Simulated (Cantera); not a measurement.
Equilibrium for hydrogen reduction and annealing atmospheres: FeS2 + H2 + N2

A closed system holds: 1 mol FeS2, 140 mol H2, 0.44 mol N2, held at 1.00 Torr.

Method: chemical equilibrium by Gibbs-energy minimisation in Cantera with the NASA 1993 tables (ideal gas, pure condensed phases). Candidate condensed phases: Fe, FeS, FeS2, S; 16 gas species. Metal and sulfide melt together well below either melting point, which pure phases cannot show. Mutual solubility and eutectic melting of coexisting phases are not modelled. FeS: taken at fixed stoichiometry. Gases not in the tables: S3 to S7. Equilibrium is a limit: real reactors are often held back by kinetics, nucleation or transport.

From 925 K to 1275 K the condensed part is FeS(s). From 1325 K to 1375 K the condensed part is Fe(γ) + FeS(s).

```tsv
T (K)	x H2	x H2S	x N2	x S2	x SH	x H	x S	n FeS(s)	n Fe(γ)
925	0.990	0.00712	0.00313	3.65e-7	2.38e-7	7.09e-9	1.39e-11	1.00	0
975	0.990	0.00712	0.00313	1.21e-6	7.12e-7	3.12e-8	1.07e-10	1.00	0
1025	0.990	0.00711	0.00313	3.56e-6	1.91e-6	1.19e-7	6.73e-10	1.00	0
1075	0.990	0.00710	0.00313	9.47e-6	4.69e-6	4.00e-7	3.57e-9	1.00	0
1125	0.990	0.00706	0.00313	2.30e-5	1.06e-5	1.21e-6	1.63e-8	1.00	0
1175	0.990	0.00700	0.00313	5.12e-5	2.22e-5	3.34e-6	6.52e-8	1.000	0
1225	0.990	0.00687	0.00313	0.000105	4.33e-5	8.49e-6	2.31e-7	1.000	0
1275	0.990	0.00664	0.00313	0.000197	7.91e-5	2.01e-5	7.28e-7	1.000	0
1325	0.988	0.00788	0.00313	0.000530	0.000169	4.45e-5	2.58e-6	0.719	0.280
1375	0.985	0.00976	0.00313	0.00149	0.000361	9.31e-5	8.85e-6	0.155	0.844
```
x: gas mole fraction; n: condensed amount in mol.
